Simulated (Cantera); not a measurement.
Cantera run:

```python
import numpy as np
import cantera as ct

gas_names = """
    H HO2 H2 H2O H2O2 O OH O2 O3 V VO VO2
""".split()
cond_names = """
    H2O(s) H2O(L) V(cr) V(L) VO(s) VO(L) V2O3(s) V2O3(L) V2O4(I) V2O4(II) V2O4(L) V2O5(s) V2O5(L)
""".split()


# ... load() reads the species with a 1 bar reference pressure and builds the phases ...
atoms = {
    'V': {'V': 1},
    'H2O': {'H': 2, 'O': 1},
}
top_T = {}  # K; cautious upper limits of use, not melting points


# ... equilibrate(T, P, feed) seeds the gas with the atoms and calls Mixture.equilibrate('TP', solver="vcs", rtol=1e-11, max_steps=5000) ...
results = []
feed = {'V': 1, 'H2O': 14}  # mol
P = 24  # Pa
for T in [1200, 1350, 1500, 1650, 1800, 1950, 2100, 2250, 2400]:
    mix = equilibrate(T, P, feed)
    results.append((T, P, feed, dict(zip(mix.species_names, mix.species_moles))))

top = {s: max(r[3][s] / sum(r[3][g] for g in gas_names) for r in results) for s in gas_names}
cols = sorted((s for s in top if top[s] > 1e-06), key=lambda s: -top[s])[:8]
seen = [c for c in cond_names if any(r[3].get(c, 0) > 1e-12 for r in results)]
print("log10 of partial pressures in bar; condensed amounts in mol")
print(f"{'T/K':>10s}" + "".join(f"{s[:9]:>10s}" for s in cols + seen))
for T, P, feed, n in results:
    ng = sum(n[g] for g in gas_names)
    print(f"{T:10.4g}" + "".join(f"{np.log10(max(n[s] / ng * P / 1e5, 1e-99)):10.3f}" for s in cols)
          + "".join(f"{n.get(c, 0):10.4g}" for c in seen))
```

Result:

```
log10 of partial pressures in bar; condensed amounts in mol
       T/K       H2O         H        H2         O        OH       VO2        O2        VO   V2O3(s)
      1200    -3.669    -9.000    -4.590   -14.576   -10.177   -11.908   -13.950   -17.078       0.5
      1350    -3.669    -7.918    -4.590   -12.144    -8.786    -9.581   -11.539   -14.221       0.5
      1500    -3.669    -7.050    -4.590   -10.194    -7.673    -7.734    -9.604   -11.954    0.4995
      1650    -3.672    -6.336    -4.589    -8.600    -6.764    -6.237    -8.027   -10.112     0.483
      1800    -3.701    -5.715    -4.539    -7.346    -6.058    -5.039    -6.862    -8.552     0.221
      1950    -3.743    -5.186    -4.490    -6.307    -5.481    -4.808    -5.924    -7.991         0
      2100    -3.823    -4.716    -4.419    -5.487    -5.044    -4.840    -5.261    -7.670         0
      2250    -4.021    -4.310    -4.362    -4.903    -4.793    -4.914    -4.939    -7.312         0
      2400    -4.438    -4.018    -4.439    -4.506    -4.752    -5.038    -4.888    -6.943         0
```

Equilibrium computed with Cantera from the NASA thermochemical tables; the gas is ideal and each condensed phase is pure. Condensed phases not in the tables: the oxides between V2O3 and V2O5 other than VO2.
